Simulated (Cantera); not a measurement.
Input: 1 mol SrCl2, 0.95 mol H2O, 57 mol N2, equilibrated at 1.60 Pa.

Equilibrium computed with Cantera from the NASA thermochemical tables; the gas is ideal and each condensed phase is pure. Candidate condensed phases: H2O, NH4Cl, Sr, SrCl2, SrO, Sr(OH)2; 35 gas species. Kinetics and transport are ignored. All values below are at 1898 K.

Base state: N2 0.946, H 0.0111, SrCl2 0.0104, Cl 0.00699, H2O 0.00492, O 0.00357, H2 0.00324, Sr 0.00300 (mole fractions); condensed: gas only.

Q: What changes in the equilibrium state with this change: H2O from 0.95 to 14 mol?

A: 
```tsv
species	before	after
N2	0.946	0.745
H2O	0.00492	0.126
H	0.0111	0.0345
H2	0.00324	0.0311
OH	0.00138	0.0114
O2	0.00237	0.0167
SrCl2	0.0104	0.00619
Sr(OH)2	4.80e-7	3.32e-5
SrOH	6.07e-5	0.000509
SrO	0.000453	0.00123
O	0.00357	0.00947
```
